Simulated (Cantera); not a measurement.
Carbothermic reduction: Fe₂O₃ + CH₄ + CO

Charge: 1 mol Fe₂O₃, 1.7 mol CH₄, 2.1 mol CO, held at 1330 Pa.

These are equilibrium values from Cantera (NASA tables, ideal gas, pure condensed phases), not measurements of a reactor. Candidate condensed phases: C, C₆H₆, C₇H₈, C₈H₁₈, Fe, Fe(CO)₅, FeO, Fe(OH)₂, Fe(OH)₃, Fe₂O₃, Fe₃O₄, H₂O; 114 gas species. The numbers say what is thermodynamically allowed, not how fast it happens.

From 1673 K to 1773 K the condensed part is Fe(δ). From 1823 K to 2073 K the condensed part is Fe(l). The main Fe-bearing gas is Fe throughout. The share of Fe in condensed phases is highest at 1673 K (99.9 %) and lowest at 2073 K (76.5 %).

| T (K) | x CO | x H₂ | x H₂O | x Fe | x CO₂ | x H | x OH | n Fe(δ) | n Fe(l) |
|---|---|---|---|---|---|---|---|---|---|
| 1673 | 0.474 | 0.344 | 0.127 | 0.000301 | 0.0531 | 0.000579 | 1.03e-5 | 2.00 | 0 |
| 1723 | 0.476 | 0.342 | 0.129 | 0.000684 | 0.0512 | 0.000924 | 1.91e-5 | 1.99 | 0 |
| 1773 | 0.477 | 0.340 | 0.131 | 0.00148 | 0.0494 | 0.00144 | 3.42e-5 | 1.99 | 0 |
| 1823 | 0.478 | 0.337 | 0.132 | 0.00305 | 0.0478 | 0.00218 | 5.93e-5 | 0 | 1.98 |
| 1873 | 0.478 | 0.334 | 0.133 | 0.00593 | 0.0462 | 0.00323 | 9.97e-5 | 0 | 1.96 |
| 1923 | 0.476 | 0.330 | 0.133 | 0.0111 | 0.0447 | 0.00469 | 0.000163 | 0 | 1.92 |
| 1973 | 0.472 | 0.325 | 0.133 | 0.0201 | 0.0430 | 0.00666 | 0.000258 | 0 | 1.85 |
| 2023 | 0.465 | 0.317 | 0.131 | 0.0353 | 0.0412 | 0.00926 | 0.000399 | 0 | 1.73 |
| 2073 | 0.453 | 0.306 | 0.128 | 0.0602 | 0.0391 | 0.0126 | 0.000599 | 0 | 1.53 |
x: gas mole fraction; n: condensed amount in mol.
